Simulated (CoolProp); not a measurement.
Vapour-liquid equilibrium of n-hexane (1) + cyclohexane (2) at 0.0138 MPa; x and y are mole fractions of (1).

The numbers come from the multi-fluid Helmholtz-energy mixture model, Thol 2019 and Zhou 2014; pair parameters Bell 2016 in CoolProp.

### Question
Give the bubble temperature and the first vapour's composition at x = 0.05, 0.15, 0.85. Is there an azeotrope?

### Answer
x = 0.05: 298.6 K, y = 0.084; x = 0.15: 297.2 K, y = 0.229; x = 0.85: 290.7 K, y = 0.891. No azeotrope shows between x = 0.05 and 0.95.

The pair parameters rest on a limited set of measurements; away from them the model extrapolates.
